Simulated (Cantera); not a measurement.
Input (Python, Cantera) and output of one run.

```python
import numpy as np
import cantera as ct

gas_names = """
    H HO2 H2 H2O H2O2 H2S H2SO4 O OH O2 O3 S SH SO SO2 SO3 S2 S2O S8
""".split()
cond_names = """
    H2O(s) H2O(L) H2SO4(L) S(cr1) S(cr2) S(L)
""".split()


def load(file, names, dense=False):
    # The tables refer to 1 bar. Condensed volumes are neglected.
    table = {s.name: s for s in ct.Species.list_from_file(file)}
    out = []
    for n in names:
        d = dict(table[n].input_data)
        d["thermo"] = dict(d["thermo"], **{"reference-pressure": 1e5})
        if dense:
            d["equation-of-state"] = {"model": "constant-volume", "density": "1e6 g/cm^3"}
        out.append(ct.Species.from_dict(d))
    return out


gas = ct.Solution(thermo="ideal-gas", species=load("nasa_gas.yaml", gas_names))
cond = {s.name: ct.Solution(thermo="fixed-stoichiometry", species=[s], name=s.name)
        for s in load("nasa_condensed.yaml", cond_names, dense=True)}
atoms = {
    'H2S': {'H': 2, 'S': 1},
    'H2O': {'H': 2, 'O': 1},
    'H2': {'H': 2},
    'SO2': {'S': 1, 'O': 2},
}
top_T = {}  # K; cautious upper limits of use, not melting points


def equilibrate(T, P, feed):
    n = {}
    for name, mol in feed.items():
        for a, k in atoms[name].items():
            n[a] = n.get(a, 0.0) + k * mol
    gas.TPX = T, P, n
    mass = sum(n.values()) * gas.mean_molecular_weight
    gas.equilibrate("TP")
    valid = [c for c in cond.values() if c.min_temp <= T <= top_T.get(c.name, c.max_temp)]
    mix = ct.Mixture([(gas, mass / gas.mean_molecular_weight)] + [(c, 0.0) for c in valid])
    mix.T, mix.P = T, P
    mix.equilibrate("TP", solver="vcs", rtol=1e-11, max_steps=5000)
    return mix


results = []
feed = {'H2S': 1, 'H2O': 0.22, 'H2': 0.099, 'SO2': 0.24}  # mol
P = 730000  # Pa
for T in [2725, 2775, 2825, 2875, 2925, 2975, 3025, 3075, 3125, 3175, 3225, 3275, 3325]:
    mix = equilibrate(T, P, feed)
    results.append((T, P, feed, dict(zip(mix.species_names, mix.species_moles))))
    x = sorted(zip(gas.X, gas.species_names), reverse=True)
    print(f"T = {T:g} K  P = {P:g} Pa  gas = {mix.phase_moles(0):.4g} mol")
    print("   x: " + "  ".join(f"{s} {v:.3e}" for v, s in x if v > 1e-05))
    print("   condensed (mol): " + ("  ".join(f"{mix.phase(i).name} {mix.phase_moles(i):.4g}"
          for i in range(1, mix.n_phases) if mix.phase_moles(i) > 1e-12) or "none"))
```

Output:

```
T = 2725 K  P = 730000 Pa  gas = 1.994 mol
   x: H2 3.306e-01  H2O 2.373e-01  S2 2.020e-01  SH 5.986e-02  H2S 5.581e-02  SO 4.762e-02  SO2 2.997e-02  S 1.736e-02  H 1.328e-02  S2O 3.632e-03  OH 2.499e-03  O 6.376e-05  O2 1.845e-05
   condensed (mol): none
T = 2775 K  P = 730000 Pa  gas = 2.01 mol
   x: H2 3.345e-01  H2O 2.291e-01  S2 1.963e-01  SH 6.290e-02  SO 5.220e-02  H2S 5.180e-02  SO2 3.015e-02  S 2.037e-02  H 1.603e-02  S2O 3.548e-03  OH 3.017e-03  O 9.117e-05  O2 2.510e-05
   condensed (mol): none
T = 2825 K  P = 730000 Pa  gas = 2.026 mol
   x: H2 3.377e-01  H2O 2.209e-01  S2 1.902e-01  SH 6.580e-02  SO 5.688e-02  H2S 4.805e-02  SO2 3.021e-02  S 2.371e-02  H 1.920e-02  OH 3.611e-03  S2O 3.452e-03  O 1.286e-04  O2 3.369e-05
   condensed (mol): none
T = 2875 K  P = 730000 Pa  gas = 2.043 mol
   x: H2 3.404e-01  H2O 2.127e-01  S2 1.839e-01  SH 6.855e-02  SO 6.162e-02  H2S 4.454e-02  SO2 3.014e-02  S 2.742e-02  H 2.285e-02  OH 4.286e-03  S2O 3.346e-03  O 1.791e-04  O2 4.466e-05
   condensed (mol): none
T = 2925 K  P = 730000 Pa  gas = 2.062 mol
   x: H2 3.423e-01  H2O 2.046e-01  S2 1.774e-01  SH 7.111e-02  SO 6.638e-02  H2S 4.124e-02  S 3.148e-02  SO2 2.995e-02  H 2.700e-02  OH 5.049e-03  S2O 3.231e-03  O 2.462e-04  O2 5.852e-05
   condensed (mol): none
T = 2975 K  P = 730000 Pa  gas = 2.082 mol
   x: H2 3.436e-01  H2O 1.964e-01  S2 1.706e-01  SH 7.347e-02  SO 7.111e-02  H2S 3.814e-02  S 3.592e-02  H 3.171e-02  SO2 2.965e-02  OH 5.902e-03  S2O 3.107e-03  O 3.347e-04  O2 7.583e-05
   condensed (mol): none
T = 3025 K  P = 730000 Pa  gas = 2.102 mol
   x: H2 3.442e-01  H2O 1.882e-01  S2 1.636e-01  SO 7.577e-02  SH 7.560e-02  S 4.072e-02  H 3.700e-02  H2S 3.523e-02  SO2 2.924e-02  OH 6.849e-03  S2O 2.977e-03  O 4.498e-04  O2 9.720e-05
   condensed (mol): none
T = 3075 K  P = 730000 Pa  gas = 2.125 mol
   x: H2 3.441e-01  H2O 1.801e-01  S2 1.565e-01  SO 8.033e-02  SH 7.747e-02  S 4.588e-02  H 4.292e-02  H2S 3.249e-02  SO2 2.873e-02  OH 7.895e-03  S2O 2.841e-03  O 5.982e-04  O2 1.234e-04
   condensed (mol): none
T = 3125 K  P = 730000 Pa  gas = 2.148 mol
   x: H2 3.433e-01  H2O 1.720e-01  S2 1.493e-01  SO 8.473e-02  SH 7.907e-02  S 5.140e-02  H 4.951e-02  H2S 2.992e-02  SO2 2.813e-02  OH 9.039e-03  S2O 2.701e-03  O 7.876e-04  O2 1.550e-04
   condensed (mol): none
T = 3175 K  P = 730000 Pa  gas = 2.173 mol
   x: H2 3.417e-01  H2O 1.640e-01  S2 1.420e-01  SO 8.893e-02  SH 8.037e-02  S 5.724e-02  H 5.679e-02  H2S 2.750e-02  SO2 2.744e-02  OH 1.028e-02  S2O 2.557e-03  O 1.027e-03  O2 1.931e-04
   condensed (mol): none
T = 3225 K  P = 730000 Pa  gas = 2.2 mol
   x: H2 3.393e-01  H2O 1.561e-01  S2 1.346e-01  SO 9.290e-02  SH 8.137e-02  H 6.479e-02  S 6.339e-02  SO2 2.667e-02  H2S 2.522e-02  OH 1.162e-02  S2O 2.412e-03  O 1.327e-03  O2 2.383e-04
   condensed (mol): none
T = 3275 K  P = 730000 Pa  gas = 2.228 mol
   x: H2 3.362e-01  H2O 1.482e-01  S2 1.273e-01  SO 9.660e-02  SH 8.206e-02  H 7.353e-02  S 6.983e-02  SO2 2.583e-02  H2S 2.308e-02  OH 1.306e-02  S2O 2.266e-03  O 1.699e-03  O2 2.917e-04
   condensed (mol): none
T = 3325 K  P = 730000 Pa  gas = 2.259 mol
   x: H2 3.324e-01  H2O 1.405e-01  S2 1.199e-01  SO 9.998e-02  H 8.303e-02  SH 8.241e-02  S 7.652e-02  SO2 2.493e-02  H2S 2.107e-02  OH 1.459e-02  O 2.157e-03  S2O 2.120e-03  O2 3.542e-04
   condensed (mol): none
```

These are equilibrium values from Cantera (NASA tables, ideal gas, pure condensed phases), not measurements of a reactor.
